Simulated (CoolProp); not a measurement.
Ethylbenzene along the isobar 169 bar: density (kg/m³) from the reference equation and from simpler models built on Tc = 344.0 °C, pc = 36.22 bar, ω = 0.304; each cubic takes its own stable root.

Model: reference Helmholtz-energy equation of state, Zhou 2012, in CoolProp.

| T (°C) | phase | reference |
|---|---|---|
| -32.15 | liquid | 921.0 |
| -17.55 | liquid | 908.9 |
| -2.85 | liquid | 896.9 |
| 11.75 | liquid | 885.1 |
| 26.45 | liquid | 873.2 |
| 41.05 | liquid | 861.4 |
| 55.75 | liquid | 849.5 |
| 70.35 | liquid | 837.7 |

Q: How far does each simpler model (van der Waals, Redlich-Kwong, Peng-Robinson) lie from the reference over these 8 states: mean and median of the absolute difference, and the worst?

A: 
- van der Waals: mean 40.8 %, median 40.8 %, worst -41.8 % at -32.15 °C and 169 bar
- Redlich-Kwong: mean 13.9 %, median 13.8 %, worst -14.8 % at -32.15 °C and 169 bar
- Peng-Robinson: mean 1.8 %, median 1.8 %, worst -3.5 % at -32.15 °C and 169 bar
